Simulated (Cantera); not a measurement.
Mixture: CH₄ : O₂ : N₂ = 1 : 4.55 : 21.4 (molar parts), equivalence ratio 0.44, at 630000 Pa, adiabatic and at constant pressure. Ignition delay is the time to a rise of 400 K.

Computed with Cantera and GRI-Mech 3.0 (53 species, 325 reactions).

Question: What does this change do: pressure from 630000 Pa to 240000 Pa?

Answer: 
```
quantity                                                before       after
--------------------------------------------------  ----------  ----------
delay at 1298 K                                        2.00 ms     4.74 ms
delay at 1398 K                                       0.673 ms     1.50 ms
delay at 1498 K                                       0.253 ms    0.543 ms
delay at 1598 K                                       0.106 ms    0.228 ms
delay at 1698 K                                        49.5 µs    0.109 ms
delay at 1798 K                                        25.7 µs     60.5 µs
delay at 1898 K                                        14.9 µs     38.5 µs
apparent activation energy between 1698 and 1898 K  160 kJ/mol  140 kJ/mol
```
